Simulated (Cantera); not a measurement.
# SiHCl3 + HCl + H2 (silicon epitaxy and polysilicon growth)

Input: 1 mol SiHCl3, 0.023 mol HCl, 42 mol H2, held at 1573.15 K and 75.0 Torr.

Equilibrium computed with Cantera from the NASA thermochemical tables; the gas is ideal and each condensed phase is pure. Candidate condensed phases: Si; 19 gas species. The tables' values for SiCl3 are old estimates; treat these amounts as uncertain. Rates play no part.

```json
{
 "x(H2)": "0.941",
 "x(HCl)": "0.0499",
 "x(SiCl2)": "0.00895",
 "x(SiCl3)": "0.000232",
 "x(H)": "0.000125",
 "x(SiHCl3)": "3.94e-5",
 "x(SiH2Cl2)": "1.63e-5",
 "x(SiCl4)": "1.57e-5",
 "x(Cl)": "5.26e-6",
 "n(Si(s))": "0.592 mol",
 "gas_amount": "44.02 mol"
}
```
